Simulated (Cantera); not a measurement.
Pyrogenic steam for wet oxidation

An isothermal, constant-pressure homogeneous reactor starts with H2 : O2 : N2 = 1.3 : 1 : 7.9 (molar parts), equivalence ratio 0.65, at 1375 K and 0.405 atm.

Detailed kinetics in Cantera: the H2/O2 subset of GRI-Mech 3.0, which has no nitrogen chemistry. The temperature is held fixed by assumption; the heat of reaction is taken as removed at once.

```json
[
 {"t (s)": "2.00e-5", "x H2": "0.127", "x O2": "0.0980", "x H2O2": "1.44e-9", "x HO2": "1.45e-7", "x H": "9.27e-7", "x OH": "1.33e-7", "x O": "1.84e-7"},
 {"t (s)": "7.76e-5", "x H2": "0.0876", "x O2": "0.0804", "x H2O2": "6.20e-7", "x HO2": "1.27e-5", "x H": "0.0215", "x OH": "0.00305", "x O": "0.00467"},
 {"t (s)": "0.000301", "x H2": "0.00965", "x O2": "0.0406", "x H2O2": "1.38e-6", "x HO2": "1.07e-5", "x H": "0.0170", "x OH": "0.00397", "x O": "0.00667"},
 {"t (s)": "0.00117", "x H2": "0.00144", "x O2": "0.0368", "x H2O2": "7.71e-7", "x HO2": "7.43e-6", "x H": "0.000754", "x OH": "0.00140", "x O": "0.000751"},
 {"t (s)": "0.00454", "x H2": "8.55e-5", "x O2": "0.0366", "x H2O2": "1.46e-7", "x HO2": "1.33e-6", "x H": "1.05e-5", "x OH": "0.000336", "x O": "4.30e-5"},
 {"t (s)": "0.0176", "x H2": "8.01e-6", "x O2": "0.0366", "x H2O2": "2.53e-8", "x HO2": "1.60e-7", "x H": "3.29e-7", "x OH": "0.000108", "x O": "4.34e-6"},
 {"t (s)": "0.0684", "x H2": "1.39e-6", "x O2": "0.0366", "x H2O2": "5.66e-9", "x HO2": "3.43e-8", "x H": "2.51e-8", "x OH": "4.58e-5", "x O": "7.87e-7"},
 {"t (s)": "0.265", "x H2": "4.33e-7", "x O2": "0.0366", "x H2O2": "1.96e-9", "x HO2": "1.92e-8", "x H": "4.48e-9", "x OH": "2.55e-5", "x O": "2.45e-7"},
 {"t (s)": "1.03", "x H2": "3.42e-7", "x O2": "0.0366", "x H2O2": "1.58e-9", "x HO2": "1.85e-8", "x H": "3.15e-9", "x OH": "2.26e-5", "x O": "1.92e-7"},
 {"t (s)": "4.00", "x H2": "3.42e-7", "x O2": "0.0366", "x H2O2": "1.58e-9", "x HO2": "1.85e-8", "x H": "3.15e-9", "x OH": "2.26e-5", "x O": "1.92e-7"}
]
```
x: mole fraction; the columns are a selection and need not sum to one.

Equilibrium at this temperature and pressure: H2 3.42e-7, O2 0.0366, H2O2 1.58e-9, HO2 1.85e-8, H 3.15e-9, OH 2.26e-5, O 1.92e-7 (gas phase only).
